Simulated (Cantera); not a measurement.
A freely propagating, adiabatic, planar premixed flame of H₂ : O₂ : N₂ = 1 : 0.179 : 0.671 (molar parts), unburnt at 600 K and 1.00 atm; mixture-averaged transport, grid criteria slope 0.08 and curve 0.16, no radiation.

Detailed kinetics in Cantera: the H2/O2 subset of GRI-Mech 3.0, which has no nitrogen chemistry. Burning velocities carry a grid error of a few per cent, more on coarse grids.

**Question.** What does this change do: inlet temperature 600 to 400 K?

**Answer.** 
```csv
quantity,before,after
laminar burning velocity,810 cm/s,392 cm/s
thermal thickness,0.473 mm,0.402 mm
peak x(OH),0.00180,0.00120
peak x(O),0.00206,0.00140
peak x(H),0.0783,0.0593
peak x(HO₂),0.000224,0.000362
```

**Question.** What does this change do: inlet temperature 600 to 325 K?

**Answer.** 
```tsv
quantity	before	after
laminar burning velocity	810 cm/s	278 cm/s
thermal thickness	0.473 mm	0.368 mm
peak x(OH)	0.00180	0.00102
peak x(O)	0.00206	0.00119
peak x(H)	0.0783	0.0525
peak x(HO₂)	0.000224	0.000401
```

**Question.** What does this change do: O2 0.179 to 0.23 parts?

**Answer.** 
```
quantity                    before      after
------------------------  --------  ---------
laminar burning velocity  810 cm/s  1040 cm/s
thermal thickness         0.473 mm   0.437 mm
peak x(OH)                 0.00180    0.00586
peak x(O)                  0.00206    0.00448
peak x(H)                   0.0783      0.108
peak x(HO₂)               0.000224   0.000274
```
